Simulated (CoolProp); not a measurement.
R124 at 298.15 K and 0.319 MPa flows at 1.1 m/s in a round tube of 4.6 mm bore and 1.5 µm roughness, fully developed (64/Re and Nu = 3.66 if laminar; Colebrook and Gnielinski if turbulent). Each further row changes one setting.

Values from CoolProp's reference Helmholtz-energy equation of state, de Vries 1995.

| case | Reynolds number | Darcy friction factor | pressure drop (Pa/m) | heat-transfer coefficient (W/(m² K)) | mass flow (kg/h) |
|---|---|---|---|---|---|
| as stated | 7530 | 0.0338 | 85.5 | 70.3 | 1.27 |
| velocity 2.2 m/s | 15100 | 0.0284 | 288 | 126 | 2.54 |
| diameter 9.2 mm | 15100 | 0.0281 | 35.6 | 62.1 | 5.07 |

Viscosity comes from a separate model (Bell 2016), an estimate that may be off by 10 % or more. Thermal conductivity comes from a separate model (Huber 2003), an estimate that may be off by 10 % or more.
